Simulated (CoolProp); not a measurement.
The numbers come from the reference Helmholtz-energy equation of state, Lemmon 2006 in CoolProp. It is a short technical equation, of lower accuracy than the large ones.

For R141b, give the phase and the cv (kJ/(kg K)), Joule-Thomson coefficient (K/MPa), viscosity (µPa s), conductivity (mW/(m K)) at 500 K and 35.1 MPa; 500 K and 38.6 MPa; 500 K and 42.1 MPa.


- 500 K and 35.1 MPa: supercritical; cv 0.986, Joule-Thomson coefficient -0.125, viscosity 138, conductivity 73.2
- 500 K and 38.6 MPa: supercritical; cv 0.987, Joule-Thomson coefficient -0.164, viscosity 144, conductivity 74.8
- 500 K and 42.1 MPa: supercritical; cv 0.988, Joule-Thomson coefficient -0.196, viscosity 151, conductivity 76.3

Viscosity comes from a separate model (Huber 2003), an estimate that may be off by 10 % or more. Thermal conductivity comes from a separate model (Huber 2003), an estimate that may be off by 10 % or more.
